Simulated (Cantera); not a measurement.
A perfectly stirred reactor is fed with C₂H₄ : H₂ = 1 : 18 (molar parts), at 0.000395 atm; it is held at 1800 K, and followed from long to short residence time.

Computed with Cantera and GRI-Mech 3.0 (53 species, 325 reactions). GRI-Mech 3.0 was tuned for natural gas; its chemistry of ethylene as a main component is partial and can be far from experiment. GRI-Mech 3.0 stops at C3 and has no aromatics, soot or wall deposition, so with more carbon than oxygen in the feed, carbon stays in small species such as C2H2 where larger ones or solid carbon would form. Radical loss at walls, strong at low pressure, is not modelled.

### Question
Predict: x(C₂H₄) at τ = 1.30 s; x(H₂) at τ = 1.30 s; x(C₂H₂) at τ = 1.30 s; x(C₂H) at τ = 1.30 s; x(CH₃) at τ = 1.30 s; x(C₂H₄) at τ = 6.70 ms; x(H₂) at τ = 6.70 ms; x(C₂H₂) at τ = 6.70 ms; x(CH₃) at τ = 6.70 ms.

### Answer
- x(C₂H₄) at τ = 1.30 s = 0.00754
- x(H₂) at τ = 1.30 s = 0.949
- x(C₂H₂) at τ = 1.30 s = 0.0428
- x(C₂H) at τ = 1.30 s = 5.41e-8
- x(CH₃) at τ = 1.30 s = 1.46e-8
- x(C₂H₄) at τ = 6.70 ms = 0.0514
- x(H₂) at τ = 6.70 ms = 0.947
- x(C₂H₂) at τ = 6.70 ms = 0.00112
- x(CH₃) at τ = 6.70 ms = 1.62e-9
